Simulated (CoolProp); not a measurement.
Computed with CoolProp (reference Helmholtz-energy equation of state, Zhou 2012).

Question: For m-xylene, give the phase and the speed of sound (m/s), Prandtl number at 346.85 °C and 48.4 kPa.

Answer: 
- 346.85 °C and 48.4 kPa: gas; speed of sound 223, Prandtl number 0.686

Viscosity comes from a separate model (Cao 2016). Thermal conductivity comes from a separate model (Mylona 2014).
